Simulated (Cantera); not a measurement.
Mixture: CO : H2 : O2 : N2 : H2O = 1 : 0.078 : 0.804 : 3.02 : 0.89 (molar parts), equivalence ratio 0.67, at 470000 Pa, adiabatic and at constant pressure. Ignition delay is the time to a rise of 400 K.

Cantera simulation using GRI-Mech 3.0 (53 species, 325 reactions); the numbers are that mechanism's predictions, not measurements. The hydrogen kinetics of GRI-Mech 3.0 are dated; newer H2 mechanisms differ, most at raised pressure.

Question: At T0 = 1300 K, what is the delay, and which 6 reactions control it most (d ln τ / d ln k, from doubling and halving each rate constant)?

Answer: The delay is 53.3 µs.
```json
[
 {"reaction": "H + O2 <=> O + OH", "d ln τ / d ln k": "-1.05", "faster rate": "shortens it"},
 {"reaction": "H + O2 + H2O <=> HO2 + H2O", "d ln τ / d ln k": "0.72", "faster rate": "lengthens it"},
 {"reaction": "CO + OH <=> CO2 + H", "d ln τ / d ln k": "-0.35", "faster rate": "shortens it"},
 {"reaction": "H2 + O <=> H + OH", "d ln τ / d ln k": "-0.26", "faster rate": "shortens it"},
 {"reaction": "CO + HO2 <=> CO2 + OH", "d ln τ / d ln k": "-0.20", "faster rate": "shortens it"},
 {"reaction": "H + O2 + N2 <=> HO2 + N2", "d ln τ / d ln k": "0.19", "faster rate": "lengthens it"}
]
```
